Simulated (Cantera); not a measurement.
An adiabatic, constant-volume homogeneous reactor starts with CH₄ : O₂ : N₂ : CO₂ = 1 : 4.55 : 17.1 : 3.2 (molar parts), at 1675 K and 3750 Torr.

Detailed kinetics in Cantera: GRI-Mech 3.0 (53 species, 325 reactions).

One state of this run: T (K) = 2484; P (bar) = 7.46; x CH₄ = <1e-12; x O₂ = 0.0925; x CO₂ = 0.155; x H = 0.000191; x NO = 0.0135; x C₂H₆ = <1e-12; x H₂O = 0.0734. x: mole fraction; the columns are a selection and need not sum to one.

Which value of t (s) does it belong to?
A) 1.00e-6
B) 3.42e-5
C) 5.85e-6
D) 8.00

D, 8.00
